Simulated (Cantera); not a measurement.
A perfectly stirred reactor is fed with H₂ : O₂ = 0.14 : 1 (molar parts), at 0.0133 bar; it is held at 1075 K, and followed from long to short residence time.

Model: the H2/O2 subset of GRI-Mech 3.0, which has no nitrogen chemistry, integrated in Cantera. Radical loss at walls, strong at low pressure, is not modelled. The temperature is held fixed by assumption; the heat of reaction is taken as removed at once.

Problem. What does this change do: temperature 1075 to 950 K?

Solution. 
```json
[
 {"quantity": "x(H₂) at τ = 2.60 s", "before": "0.000324", "after": "0.000767"},
 {"quantity": "x(O₂) at τ = 2.60 s", "before": "0.868", "after": "0.868"},
 {"quantity": "x(O) at τ = 2.60 s", "before": "0.00107", "after": "0.000585"},
 {"quantity": "x(HO₂) at τ = 2.60 s", "before": "3.57e-6", "after": "5.80e-6"},
 {"quantity": "x(H₂O) at τ = 2.60 s", "before": "0.130", "after": "0.130"},
 {"quantity": "x(H₂) at τ = 26.0 ms", "before": "0.00489", "after": "0.0100"},
 {"quantity": "x(O₂) at τ = 26.0 ms", "before": "0.849", "after": "0.859"},
 {"quantity": "x(O) at τ = 26.0 ms", "before": "0.0163", "after": "0.00759"},
 {"quantity": "x(HO₂) at τ = 26.0 ms", "before": "9.28e-6", "after": "1.37e-5"},
 {"quantity": "x(H₂O) at τ = 26.0 ms", "before": "0.117", "after": "0.114"}
]
```

Problem. What does this change do: pressure from 0.0133 bar to 0.0370 bar?

Solution. 
```json
[
 {"quantity": "x(H₂) at τ = 2.60 s", "before": "0.000324", "after": "0.000216"},
 {"quantity": "x(O₂) at τ = 2.60 s", "before": "0.868", "after": "0.869"},
 {"quantity": "x(O) at τ = 2.60 s", "before": "0.00107", "after": "0.000277"},
 {"quantity": "x(HO₂) at τ = 2.60 s", "before": "3.57e-6", "after": "4.41e-6"},
 {"quantity": "x(H₂O) at τ = 2.60 s", "before": "0.130", "after": "0.130"},
 {"quantity": "x(H₂) at τ = 26.0 ms", "before": "0.00489", "after": "0.00327"},
 {"quantity": "x(O₂) at τ = 26.0 ms", "before": "0.849", "after": "0.863"},
 {"quantity": "x(O) at τ = 26.0 ms", "before": "0.0163", "after": "0.00487"},
 {"quantity": "x(HO₂) at τ = 26.0 ms", "before": "9.28e-6", "after": "2.02e-5"},
 {"quantity": "x(H₂O) at τ = 26.0 ms", "before": "0.117", "after": "0.125"}
]
```
